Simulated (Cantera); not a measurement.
Equilibrium for carbothermic reduction: MgO + CO + H₂

Feed: 1 mol MgO, 3.9 mol CO, 0.19 mol H₂, held at 1152 °C and 75.0 Torr.

These are equilibrium values from Cantera (NASA tables, ideal gas, pure condensed phases), not measurements of a reactor. Candidate condensed phases: C, C₆H₆, C₇H₈, C₈H₁₈, H₂O, Mg, MgCO₃, MgO, Mg(OH)₂; 116 gas species. Equilibrium is a limit: real reactors are often held back by kinetics, nucleation or transport.

```json
{
  "x(CO)": "0.953",
  "x(H₂)": "0.0464",
  "x(CO₂)": "0.000121",
  "x(H₂O)": "1.34e-5",
  "x(H)": "4.65e-6",
  "x(Mg)": "4.48e-6",
  "n(C(graphite))": "0.000528 mol",
  "n(MgO(s))": "1.000 mol",
  "gas_amount": "4.089 mol",
  "log10 activity of Mg(l) (absent)": "-6.56"
}
```
